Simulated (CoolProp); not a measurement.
Vapour pressure (MPa) of R1234ze(Z): the reference equation beside estimates from Tc = 150.1 °C, pc = 3.531 MPa, ω = 0.327.

The numbers come from the reference Helmholtz-energy equation of state, Akasaka 2019 in CoolProp.

| T (°C) | reference | Redlich-Kwong | Soave-Redlich-Kwong |
|---|---|---|---|
| 30.45 | [?] | [?] | 0.2141 |
| 36.25 | 0.2577 | 0.4403 | 0.2592 |
| 41.95 | 0.3078 | 0.5084 | 0.3103 |
| 47.65 | 0.3651 | 0.5835 | 0.3687 |
| 53.45 | 0.4314 | 0.6677 | 0.4365 |
| 59.15 | 0.5052 | 0.7583 | 0.5120 |
| 64.85 | 0.5881 | 0.8571 | 0.5969 |
| 70.65 | 0.6828 | 0.9664 | 0.6938 |
| 76.35 | 0.7866 | [?] | 0.8001 |
| 82.05 | 0.9020 | 1.208 | 0.9182 |
| 87.85 | 1.032 | 1.346 | 1.051 |
| 93.55 | 1.173 | 1.491 | 1.195 |
| 99.25 | 1.328 | 1.647 | [?] |

Some entries are withheld; supply them.


- 30.45, reference: 0.2135
- 30.45, Redlich-Kwong: 0.3780
- 76.35, Redlich-Kwong: 1.083
- 99.25, Soave-Redlich-Kwong: 1.353

Absolute difference from the reference over all 13 rows, mean and median: Redlich-Kwong 47.6 and 45.7 %, Soave-Redlich-Kwong 1.3 and 1.5 %.
